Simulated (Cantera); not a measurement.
A perfectly stirred reactor is fed with CH4 : C2H6 : O2 : N2 = 1 : 0.25 : 2.88 : 22.4 (molar parts), at 101000 Pa; it is adiabatic with a 325 K inlet, and is followed from long to short residence time, starting on the burning branch (τ in s: 0.032, 0.012, 0.0045, 0.0017, 0.00062, 0.00023, 8.5e-05, 3.2e-05, 1.2e-05).

Detailed kinetics in Cantera: GRI-Mech 3.0 (53 species, 325 reactions).

Task: Predict: blow-out, bracketed by the residence times tried; x(CH4) at τ = 32.0 ms; x(C2H6) at τ = 32.0 ms; x(O2) at τ = 32.0 ms; x(N2O) at τ = 32.0 ms; x(H2O) at τ = 32.0 ms; x(CH4) at τ = 0.620 ms; x(C2H6) at τ = 0.620 ms; x(O2) at τ = 0.620 ms.

Result: 
- blow-out, bracketed by the residence times tried = burning at 4.50 ms, out at 1.70 ms
- x(CH4) at τ = 32.0 ms = 3.67e-5
- x(C2H6) at τ = 32.0 ms = 1.99e-6
- x(O2) at τ = 32.0 ms = 0.00352
- x(N2O) at τ = 32.0 ms = 8.30e-8
- x(H2O) at τ = 32.0 ms = 0.0996
- x(CH4) at τ = 0.620 ms = 0.0377
- x(C2H6) at τ = 0.620 ms = 0.00942
- x(O2) at τ = 0.620 ms = 0.109
